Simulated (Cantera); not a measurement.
Input: 1 mol Al2O3, 2 mol HCl, 8.1 mol O2, at 133 Pa.

Cantera equilibrium calculation (NASA polynomials, part measured and part estimated; ideal gas, pure solids and liquids). Candidate condensed phases: Al, AlCl3, Al2O3, H2O; 29 gas species. The numbers say what is thermodynamically allowed, not how fast it happens.

log p: log10 of the partial pressure in bar; n: condensed amount in mol.

| T (°C) | log p O2 | log p HCl | log p Cl | log p H2O | log p O | n Al2O3(s) |
|---|---|---|---|---|---|---|
| 1225 | -2.98 | -3.71 | -4.20 | -4.49 | ? | 1.00 |
| 1275 | -2.98 | -3.73 | -4.14 | -4.44 | ? | 1.00 |
| 1325 | -2.99 | -3.75 | -4.09 | -4.39 | ? | 1.000 |
| 1375 | -2.99 | -3.78 | -4.04 | -4.34 | ? | 1.000 |
| 1425 | -2.99 | -3.80 | -4.00 | -4.30 | ? | 1.000 |
| 1475 | -2.99 | -3.83 | -3.96 | -4.27 | ? | 1.000 |
| 1525 | -3.00 | -3.86 | -3.92 | -4.24 | ? | 1.000 |
| 1575 | -3.00 | -3.89 | -3.89 | -4.21 | ? | 1.000 |
| 1625 | -3.00 | -3.93 | -3.86 | -4.19 | ? | 1.000 |

**Question.** Fill in the missing entries.

**Answer.** 
- 1225, log p O: -6.90
- 1275, log p O: -6.61
- 1325, log p O: -6.34
- 1375, log p O: -6.09
- 1425, log p O: -5.85
- 1475, log p O: -5.63
- 1525, log p O: -5.42
- 1575, log p O: -5.22
- 1625, log p O: -5.03
